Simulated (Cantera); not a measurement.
An isothermal, constant-pressure homogeneous reactor starts with 2.33 % CH4, 96.9 % H2, 0.785 % H, at 2550 K and 2670 Pa.

Computed with Cantera and GRI-Mech 3.0 (53 species, 325 reactions). GRI-Mech 3.0 stops at C3 and has no aromatics, soot or wall deposition, so with more carbon than oxygen in the feed, carbon stays in small species such as C2H2 where larger ones or solid carbon would form. Radical loss at walls, strong at low pressure, is not modelled.

x: mole fraction; the columns are a selection and need not sum to one.

```tsv
t (s)	x CH4	x H2	x H	x C2H2	x C2H6	x C2H
9.00e-5	0.0191	0.967	0.0104	8.04e-5	1.09e-6	___
0.000260	0.0158	0.960	0.0180	0.000791	1.53e-6	___
0.000754	0.00810	0.952	0.0301	0.00482	7.09e-7	___
0.00218	0.00175	0.946	0.0411	0.00954	4.44e-8	___
0.00632	0.000272	0.936	0.0523	0.0108	1.31e-9	___
0.0183	4.31e-5	0.920	0.0685	0.0109	4.07e-11	___
0.0529	9.17e-6	0.889	0.0999	0.0107	2.44e-12	___
0.153	3.51e-6	0.842	0.148	0.0104	<1e-12	___
0.443	2.40e-6	0.817	0.173	0.0102	<1e-12	0.000172
1.28	2.36e-6	0.816	0.174	0.0102	<1e-12	0.000173
3.71	2.36e-6	0.816	0.174	0.0102	<1e-12	0.000173
10.7	2.36e-6	0.816	0.174	0.0102	<1e-12	0.000173
31.1	2.36e-6	0.816	0.174	0.0102	<1e-12	0.000173
90.0	2.36e-6	0.816	0.174	0.0102	<1e-12	0.000173
```

Question: Fill in the missing entries.

Answer: 
- 9.00e-5, x C2H: 6.83e-8
- 0.000260, x C2H: 1.18e-6
- 0.000754, x C2H: 1.21e-5
- 0.00218, x C2H: 3.29e-5
- 0.00632, x C2H: 4.79e-5
- 0.0183, x C2H: 6.45e-5
- 0.0529, x C2H: 9.58e-5
- 0.153, x C2H: 0.000145
